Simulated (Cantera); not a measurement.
Standard-state values (1 bar) from the NASA 1993 polynomials, evaluated with Cantera. Values are per mole of reaction as written; species without (g) are pure solids or liquids, kept so even where they would boil at 1 bar.

Q: Between 800 and 2200 K, where is each reaction favourable under standard conditions?
- CaCl₂ ⇌ 2 Cl(g) + Ca

A: 
- CaCl₂ ⇌ 2 Cl(g) + Ca: ΔG° is 825 kJ at 800 K and 488 kJ at 2200 K; it stays positive (K < 1). ΔH° is 991 kJ and ΔS° 229 J/K at 2200 K.
